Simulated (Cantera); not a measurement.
Charge: 1 mol SO₂, 0.055 mol H₂O, 5.4 mol N₂, 0.13 mol H₂, equilibrated at 3100 °C and 1 atm.

These are equilibrium values from Cantera (NASA tables, ideal gas, pure condensed phases), not measurements of a reactor. Candidate condensed phases: H₂O, H₂SO₄, S; 35 gas species. Equilibrium is a limit: real reactors are often held back by kinetics, nucleation or transport.

Base state: N₂ 0.729, SO 0.0698, O 0.0502, SO₂ 0.0422, H 0.0250, S 0.0218, NO 0.0214, O₂ 0.0204 (mole fractions); condensed: gas only.

Task: What changes in the equilibrium state with this change: temperature from 3100 °C to 2825 °C?

Result: 
```json
[
 {"species": "N₂", "before": "0.729", "after": "0.769"},
 {"species": "SO₂", "before": "0.0422", "after": "0.0771"},
 {"species": "SO", "before": "0.0698", "after": "0.0563"},
 {"species": "O", "before": "0.0502", "after": "0.0194"},
 {"species": "S", "before": "0.0218", "after": "0.00833"},
 {"species": "H", "before": "0.0250", "after": "0.0143"},
 {"species": "NO", "before": "0.0214", "after": "0.0144"},
 {"species": "O₂", "before": "0.0204", "after": "0.0156"},
 {"species": "OH", "before": "0.0113", "after": "0.0104"},
 {"species": "N", "before": "0.000101", "after": "2.24e-5"},
 {"species": "H₂O", "before": "0.00348", "after": "0.00937"},
 {"species": "SN", "before": "0.000112", "after": "4.69e-5"},
 {"species": "S₂", "before": "0.00108", "after": "0.000630"}
]
```

Task: What changes in the equilibrium state with this change: temperature from 3100 °C to 1200 °C?

Result: 
| species | before | after |
|---|---|---|
| N₂ | 0.729 | 0.824 |
| SO₂ | 0.0422 | 0.143 |
| H₂O | 0.00348 | 0.0272 |
| SO | 0.0698 | 0.000689 |
| O | 0.0502 | <1e-9 |
| O₂ | 0.0204 | 2.16e-9 |
| NO | 0.0214 | 1.11e-7 |
| H | 0.0250 | 3.48e-7 |
| OH | 0.0113 | 3.23e-7 |
| S | 0.0218 | 1.91e-6 |
| N | 0.000101 | <1e-9 |
| SN | 0.000112 | 2.37e-8 |
| SH | 0.000809 | 2.60e-5 |
